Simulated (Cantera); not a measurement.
An isothermal, constant-pressure homogeneous reactor starts with 33.3 % CH₄, 66.7 % N₂, at 1400 K and 0.158 atm.

Computed with Cantera and GRI-Mech 3.0 (53 species, 325 reactions). GRI-Mech 3.0 stops at C3 and has no aromatics, soot or wall deposition, so with more carbon than oxygen in the feed, carbon stays in small species such as C2H2 where larger ones or solid carbon would form.

x: mole fraction; the columns are a selection and need not sum to one.

```csv
t (s),x CH₄,x H₂,x CH₃,x C₂H,x HCN,x C₂H₂,x CH₂
6.00e-5,0.333,1.69e-7,3.42e-7,<1e-12,<1e-12,<1e-12,<1e-12
0.000318,0.333,9.15e-7,1.83e-6,<1e-12,<1e-12,<1e-12,<1e-12
0.00169,0.333,4.91e-6,9.55e-6,<1e-12,<1e-12,7.92e-12,9.94e-12
0.00896,0.333,[?],[?],<1e-12,<1e-12,[?],1.37e-10
0.0476,0.333,[?],[?],<1e-12,<1e-12,[?],4.41e-10
0.252,0.330,0.00286,0.000106,4.83e-12,<1e-12,0.000212,1.20e-9
1.34,0.309,0.0249,9.57e-5,1.03e-10,7.70e-12,0.00653,1.05e-9
7.10,0.242,0.102,6.37e-5,4.23e-10,8.84e-11,0.0329,5.96e-10
37.7,0.110,0.249,3.06e-5,1.09e-9,5.82e-10,0.0811,3.04e-10
200,0.0295,0.339,1.22e-5,2.20e-9,3.68e-9,0.110,1.83e-10
```

Q: Complete the blanks.

A: 
- 0.00896, x H₂: 3.01e-5
- 0.00896, x CH₃: 3.57e-5
- 0.00896, x C₂H₂: 6.77e-9
- 0.0476, x H₂: 0.000243
- 0.0476, x CH₃: 6.42e-5
- 0.0476, x C₂H₂: 1.52e-6
